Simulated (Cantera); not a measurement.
An adiabatic, constant-pressure homogeneous reactor starts with CO : H₂ : O₂ : N₂ = 1 : 1.5 : 0.658 : 7.24 (molar parts), equivalence ratio 1.9, at 1050 K and 1.00 bar. Integrator tolerance rtol = 1e-08.

Computed with Cantera and GRI-Mech 3.0 (53 species, 325 reactions).

| quantity | before | after |
|---|---|---|
| time of steepest temperature rise | 0.316 ms | 0.309 ms |
| temperature at 0.200 s | 1991 K | 2221 K |
| equilibrium temperature | 1991 K | 2221 K |
| x(CO) at 0.200 s | 0.0708 (gas-phase equilibrium 0.0708) | 0.0729 (gas-phase equilibrium 0.0729) |
| x(H₂) at 0.200 s | 0.0506 (gas-phase equilibrium 0.0506) | 0.0483 (gas-phase equilibrium 0.0483) |
| x(O₂) at 0.200 s | 3.05e-7 (gas-phase equilibrium 3.06e-7) | 4.07e-6 (gas-phase equilibrium 4.06e-6) |
| x(NO) at 0.200 s | 2.18e-5 (gas-phase equilibrium 8.78e-6) | 5.61e-5 (gas-phase equilibrium 5.67e-5) |
| x(H₂O) at 0.200 s | 0.103 (gas-phase equilibrium 0.103) | 0.105 (gas-phase equilibrium 0.105) |
| x(HO₂) at 0.200 s | 1.16e-10 (gas-phase equilibrium 1.16e-10) | 2.24e-9 (gas-phase equilibrium 2.24e-9) |
| x(H) at 0.200 s | 0.000346 (gas-phase equilibrium 0.000346) | 0.000995 (gas-phase equilibrium 0.000995) |

**Question.** Name the change that produced these shifts.
(A) pressure from 1.00 bar to 0.360 bar
(B) pressure from 1.00 bar to 10.0 bar
(C) initial temperature 1050 to 1100 K
(D) constant volume in place of constant pressure

**Answer.** D, constant volume in place of constant pressure
